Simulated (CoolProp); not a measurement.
Values from CoolProp's reference Helmholtz-energy equation of state, Younglove 1994. It is a modified Benedict-Webb-Rubin equation, recast in Helmholtz form.

For R123, give the phase and the cp (kJ/(kg K)), speed of sound (m/s), Joule-Thomson coefficient (K/MPa), conductivity (mW/(m K)) at 226.85 °C and 0.0501 MPa; 226.85 °C and 1.83 MPa.


- 226.85 °C and 0.0501 MPa: gas; cp 0.868, speed of sound 170, Joule-Thomson coefficient 7.90, conductivity 20.7
- 226.85 °C and 1.83 MPa: gas; cp 0.941, speed of sound 151, Joule-Thomson coefficient 8.92, conductivity 22.5

Thermal conductivity comes from a separate model (Laesecke 1996).
